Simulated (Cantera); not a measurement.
**Low-pressure radical oxidation in H2/O2**

An isothermal, constant-pressure homogeneous reactor starts with H2 : O2 = 0.3 : 1 (molar parts), equivalence ratio 0.15, at 1225 K and 0.0132 atm.

Cantera simulation using the H2/O2 subset of GRI-Mech 3.0, which has no nitrogen chemistry; the numbers are that mechanism's predictions, not measurements. Radical loss at walls, strong at low pressure, is not modelled. The temperature is held fixed by assumption; the heat of reaction is taken as removed at once.

```
t (s)         x H2   x O2    x H2O2    x H2O    x HO2       x O       x H
--------  --------  -----  --------  -------  -------  --------  --------
4.00e-5      0.231  0.769  4.79e-12  2.50e-9  1.04e-8   3.09e-9   9.77e-9
0.000120     0.231  0.769  4.33e-11  5.30e-8  3.13e-8   2.88e-8   5.54e-8
0.000362     0.231  0.769  4.00e-10  5.13e-6  1.03e-7   1.90e-6   3.31e-6
0.00109     0.0687  0.681   5.51e-7    0.118  7.33e-6    0.0445    0.0720
0.00328     0.0108  0.654   3.27e-7    0.187  8.79e-6    0.0707    0.0667
0.00988    0.00695  0.691   4.24e-7    0.222  9.66e-6    0.0408    0.0299
0.0297     0.00167  0.728   4.27e-7    0.253  7.82e-6   0.00910   0.00315
0.0894    0.000167  0.738   1.92e-7    0.260  2.51e-6  0.000899   9.71e-5
0.269      1.98e-5  0.739   6.25e-8    0.261  4.74e-7  0.000108   4.05e-6
0.810      3.54e-6  0.739   2.06e-8    0.261  1.04e-7   1.96e-5   3.13e-7
2.44       8.29e-7  0.739   6.99e-9    0.261  3.20e-8   4.65e-6   3.60e-8
7.34       2.31e-7  0.739   2.45e-9    0.261  1.92e-8   1.30e-6   5.36e-9
22.1       8.30e-8  0.739   1.05e-9    0.261  2.18e-8   4.69e-7   1.16e-9
66.5       5.66e-8  0.739  7.79e-10    0.261  2.47e-8   3.19e-7  6.54e-10
200        5.59e-8  0.739  7.73e-10    0.261  2.48e-8   3.15e-7  6.43e-10
```
x: mole fraction; the columns are a selection and need not sum to one.

Equilibrium at this temperature and pressure: H2 5.59e-8, O2 0.739, H2O2 7.73e-10, H2O 0.261, HO2 2.48e-8, O 3.15e-7, H 6.43e-10 (gas phase only).
